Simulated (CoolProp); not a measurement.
Saturation properties of carbonyl sulfide.

Computed with CoolProp (reference Helmholtz-energy equation of state, Lemmon 2006). It is a short technical equation, of lower accuracy than the large ones.

```csv
T (°C),p (MPa),vapour Z,surface tension (mN/m)
-7.95,0.5096,0.9126,13.3
-2.15,0.6097,0.9011,12.4
3.65,0.7237,0.8887,11.4
9.45,0.8528,0.8754,10.5
15.25,0.9979,0.8611,9.65
21.05,1.160,0.8458,8.79
26.85,1.341,0.8295,7.95
32.65,1.542,0.8120,7.14
38.45,1.763,0.7933,6.36
44.25,2.007,0.7733,5.60
50.05,2.273,0.7519,4.87
55.85,2.565,0.7289,4.17
61.65,2.883,0.7041,3.50
```

It boils at -50.2 °C under 1 atm.

Surface tension comes from a separate correlation (Mulero 2012).
